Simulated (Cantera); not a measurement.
A perfectly stirred reactor is fed with CH4 : O2 : N2 : CO2 = 1 : 3.12 : 23.8 : 0.6 (molar parts), at 500000 Pa; it is adiabatic with a 473 K inlet, and is followed from long to short residence time, starting on the burning branch (τ in s: 0.47, 0.19, 0.076, 0.03, 0.012, 0.0048, 0.0019, 0.00077, 0.00031, 0.00012, 4.9e-05, 2e-05).

Computed with Cantera and GRI-Mech 3.0 (53 species, 325 reactions).

Question: Predict: blow-out, bracketed by the residence times tried; x(CH4) at τ = 0.470 s; x(O2) at τ = 0.470 s; x(CO2) at τ = 0.470 s; x(H2O2) at τ = 0.470 s; x(CH4) at τ = 1.90 ms; x(O2) at τ = 1.90 ms; x(CO2) at τ = 1.90 ms.

Answer: 
```json
{
  "blow_out_bracketed_by_the_residence_times_tried": "burning at 76.0 ms, out at 30.0 ms",
  "x(CH4) at τ = 0.470 s": "8.05e-5",
  "x(O2) at τ = 0.470 s": "0.0397",
  "x(CO2) at τ = 0.470 s": "0.0554",
  "x(H2O2) at τ = 0.470 s": "1.13e-7",
  "x(CH4) at τ = 1.90 ms": "0.0351",
  "x(O2) at τ = 1.90 ms": "0.109",
  "x(CO2) at τ = 1.90 ms": "0.0210"
}
```
